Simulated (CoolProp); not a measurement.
A single-stage vapour-compression cycle with R141b: evaporating at 312.15 K (dew point), condensing at 347.15 K (bubble point), superheat 5 K, subcooling 0 K, compressor efficiency 0.85, no pressure losses. Each further row changes one setting.

Computed with CoolProp (reference Helmholtz-energy equation of state, Lemmon 2006). It is a short technical equation, of lower accuracy than the large ones.

```json
[
 {"case": "as stated", "cooling COP": "6.70", "pressure ratio": "2.81", "discharge temperature (K)": "355.3", "refrigerating effect (kJ/kg)": "181", "volumetric capacity (kJ/m³)": "1080"},
 {"case": "evaporating temperature 317.15 K", "cooling COP": "8.08", "pressure ratio": "2.39", "discharge temperature (K)": "354.5", "refrigerating effect (kJ/kg)": "185", "volumetric capacity (kJ/m³)": "1280"},
 {"case": "condensing temperature 342.15 K", "cooling COP": "7.98", "pressure ratio": "2.46", "discharge temperature (K)": "350.2", "refrigerating effect (kJ/kg)": "187", "volumetric capacity (kJ/m³)": "1120"},
 {"case": "subcooling 5 K", "cooling COP": "6.93", "pressure ratio": "2.81", "discharge temperature (K)": "355.3", "refrigerating effect (kJ/kg)": "187", "volumetric capacity (kJ/m³)": "1120"},
 {"case": "superheat 15 K", "cooling COP": "6.75", "pressure ratio": "2.81", "discharge temperature (K)": "365.5", "refrigerating effect (kJ/kg)": "190", "volumetric capacity (kJ/m³)": "1090"},
 {"case": "compressor efficiency 0.75", "cooling COP": "5.91", "pressure ratio": "2.81", "discharge temperature (K)": "359.3", "refrigerating effect (kJ/kg)": "181", "volumetric capacity (kJ/m³)": "1080"}
]
```
